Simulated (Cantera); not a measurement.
Stirred combustor or abatement burner

A perfectly stirred reactor is fed with CH4 : C2H6 : C3H8 : O2 : N2 : H2O = 1 : 0.21 : 0.053 : 3.37 : 12.7 : 0.6 (molar parts), at 12800 Torr; it is adiabatic with a 725 K inlet, and is followed from long to short residence time, starting on the burning branch (τ in s: 0.081, 0.044, 0.024, 0.013, 0.0068, 0.0037, 0.002, 0.0011, 0.00058, 0.00031, 0.00017, 9.1e-05).

Computed with Cantera and GRI-Mech 3.0 (53 species, 325 reactions). The pressure lies above the range GRI-Mech 3.0 was tuned for (to about 10 atm).

```csv
τ (s),T (K),x CH4,x C2H6,x C3H8,x HCN,x OH
0.081,2380,2.01e-7,4.70e-9,1.48e-9,6.75e-8,0.00362
0.044,2381,3.66e-7,8.61e-9,2.70e-9,1.13e-7,0.00364
0.024,2381,6.63e-7,1.57e-8,4.92e-9,1.78e-7,0.00367
0.013,2382,1.20e-6,2.87e-8,9.00e-9,2.63e-7,0.00372
0.0068,2383,2.25e-6,5.42e-8,1.70e-8,3.70e-7,0.00377
0.0037,2382,4.03e-6,9.86e-8,3.09e-8,4.79e-7,0.00384
0.0020,2380,7.19e-6,1.81e-7,5.62e-8,5.99e-7,0.00393
0.0011,2376,1.25e-5,3.25e-7,1.00e-7,7.36e-7,0.00406
0.00058,2368,2.19e-5,6.08e-7,1.84e-7,9.23e-7,0.00426
0.00031,2355,3.71e-5,1.12e-6,3.28e-7,1.16e-6,0.00453
0.00017,2337,6.04e-5,1.99e-6,5.63e-7,1.46e-6,0.00486
9.1e-5,2311,9.97e-5,3.62e-6,9.78e-7,1.86e-6,0.00525
```
x: mole fraction; the columns are a selection and need not sum to one.
